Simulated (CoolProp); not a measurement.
R115 along the isobar 83.4 bar: fugacity coefficient from the reference equation and from simpler models built on Tc = 353.1 K, pc = 31.29 bar, ω = 0.248; each cubic takes its own stable root.

Model: reference Helmholtz-energy equation of state, Lemmon 2016, in CoolProp.

```
T (K)   phase  reference
-----  ------  ---------
196.3  liquid   0.002436
209.5  liquid   0.005407
222.6  liquid    0.01064
235.8  liquid    0.01917
248.9  liquid    0.03180
262.1  liquid    0.04959
275.2  liquid    0.07292
288.4  liquid     0.1025
301.5  liquid     0.1380
314.7  liquid     0.1797
327.8  liquid     0.2262
```

Problem. How far does each simpler model (van der Waals, Redlich-Kwong, Soave-Redlich-Kwong) lie from the reference over these 11 states: mean and median of the absolute difference, and the worst?

Solution. 
- van der Waals: mean 396.6 %, median 198.0 %, worst +1541.2 % at 196.3 K and 83.4 bar
- Redlich-Kwong: mean 52.4 %, median 43.8 %, worst +120.1 % at 196.3 K and 83.4 bar
- Soave-Redlich-Kwong: mean 2.6 %, median 2.7 %, worst +4.1 % at 327.8 K and 83.4 bar
